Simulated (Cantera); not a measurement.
A closed system holds: 1 mol SiO₂, a varied amount of F₂, equilibrated at 1923 K and 0.0133 bar.

These are equilibrium values from Cantera (NASA tables, ideal gas, pure condensed phases), not measurements of a reactor. Candidate condensed phases: Si, SiO₂; 17 gas species. The tables hold silica as quartz up to 1696 K and as liquid above; real silica turns to tridymite and cristobalite and melts near 1996 K. Kinetics and transport are ignored.

**Question.** What share of the Si ends up in condensed phases as a function of n(F₂) (mol), at 0.77, 0.9, 1.1, 1.2, 1.4, 1.7, 1.9, 2.3, 2.6, 3.1, 3.6?

**Answer.** 
```json
[
 {"n(F₂) (mol)": "0.77", "Si condensed (%)": "61.5", "as": "SiO₂(condensed)"},
 {"n(F₂) (mol)": "0.9", "Si condensed (%)": "55.0", "as": "SiO₂(condensed)"},
 {"n(F₂) (mol)": "1.1", "Si condensed (%)": "45.0", "as": "SiO₂(condensed)"},
 {"n(F₂) (mol)": "1.2", "Si condensed (%)": "40.0", "as": "SiO₂(condensed)"},
 {"n(F₂) (mol)": "1.4", "Si condensed (%)": "30.0", "as": "SiO₂(condensed)"},
 {"n(F₂) (mol)": "1.7", "Si condensed (%)": "15.0", "as": "SiO₂(condensed)"},
 {"n(F₂) (mol)": "1.9", "Si condensed (%)": "5.0", "as": "SiO₂(condensed)"},
 {"n(F₂) (mol)": "2.3", "Si condensed (%)": "0.0", "as": "-"},
 {"n(F₂) (mol)": "2.6", "Si condensed (%)": "0.0", "as": "-"},
 {"n(F₂) (mol)": "3.1", "Si condensed (%)": "0.0", "as": "-"},
 {"n(F₂) (mol)": "3.6", "Si condensed (%)": "0.0", "as": "-"}
]
```
